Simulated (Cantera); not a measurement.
Input: 1 mol Si₂Cl₆, 0.1 mol Cl₂, a varied amount of H₂, at 1550 K and 1.40 mbar.

Cantera equilibrium calculation (NASA polynomials, part measured and part estimated; ideal gas, pure solids and liquids). Candidate condensed phases: Si; 19 gas species. The feed counts by its element totals alone. The tables' values for SiCl are old estimates; treat these amounts as uncertain. Kinetics and transport are ignored.

At 150 mol H₂, list the 6 most abundant gas species with their mole fractions, and the condensed phases.

H₂ 0.962, HCl 0.0329, SiCl₂ 0.00375, H 0.000826, Si 2.37e-5, Cl 2.25e-5. Condensed: Si(s).
